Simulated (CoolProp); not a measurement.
Vapour-liquid equilibrium of R22 (1) + R134a (2) at 194.8 K; x and y are mole fractions of (1).

Model: multi-fluid Helmholtz-energy mixture model, Kamei 1995 and Tillner-Roth 1994; pair parameters Bell 2016, in CoolProp.

```csv
x,bubble pressure (MPa),y at the bubble point,dew pressure at overall composition x (MPa),liquid density (mol/L)
0.05,0.004730,0.155,…,15.05
0.15,0.005695,0.368,0.004711,15.27
0.25,0.006561,0.510,0.005120,15.49
0.35,0.007352,0.615,0.005600,15.73
0.45,…,0.697,0.006168,15.97
0.55,0.008778,…,0.006844,16.23
0.65,…,0.826,…,16.49
0.75,0.01009,0.879,0.008610,16.77
0.85,0.01072,0.929,0.009730,17.05
0.95,0.01135,0.977,0.01099,17.35
```

Task: What belongs in the gaps?

Result: 
- 0.05, dew pressure at overall composition x (MPa): 0.004359
- 0.45, bubble pressure (MPa): 0.008086
- 0.55, y at the bubble point: 0.766
- 0.65, bubble pressure (MPa): 0.009442
- 0.65, dew pressure at overall composition x (MPa): 0.007651

No azeotrope shows between x = 0.05 and 0.95.

The pair parameters rest on a limited set of measurements; away from them the model extrapolates.
